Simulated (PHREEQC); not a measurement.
Make-up at 25 °C: 0.022 mol/kgw Pb(NO3)2, 0.0052 mol/kgw H2SO4 and 0.00098 mol/kgw NaCl. Closed to the air; pH follows from the charge balance.

Computed with PHREEQC (ion-association model, phreeqc.dat).

Problem. The ionic strength comes out as 0.0622 mol/kgw. What activity coefficients do Cl-, PbNO3+, Pb(SO4)2-2, NO3-, H+ get?

Solution. Cl- 0.80, PbNO3+ 0.81, Pb(SO4)2-2 0.43, NO3- 0.79, H+ 0.85.

Precipitation was switched off in this run. Examples of supersaturated solids here: Anglesite. Others may be too.
